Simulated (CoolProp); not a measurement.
Vapour-liquid equilibrium of propane (1) + neopentane (2) at 8.28 bar; x and y are mole fractions of (1).

Computed with CoolProp (multi-fluid Helmholtz-energy mixture model, Lemmon 2009 and Lemmon 2006; pair parameters Bell 2016).

| x | bubble temperature (°C) | y at the bubble point | dew temperature at overall composition x (°C) | liquid density (mol/L) |
|---|---|---|---|---|
| 0.05 | 82.0 | 0.102 | 83.7 | 7.214 |
| 0.2 | 72.4 | 0.364 | 78.6 | 7.766 |
| 0.35 | 62.7 | 0.582 | 73.0 | 8.369 |
| 0.5 | 52.1 | 0.758 | 66.6 | 9.033 |
| 0.65 | 41.1 | 0.884 | 59.0 | 9.748 |
| 0.8 | 30.5 | 0.959 | 48.9 | 10.48 |
| 0.95 | 21.9 | 0.994 | 32.1 | 11.16 |

No azeotrope shows between x = 0.05 and 0.95.

The pair parameters rest on a limited set of measurements; away from them the model extrapolates.
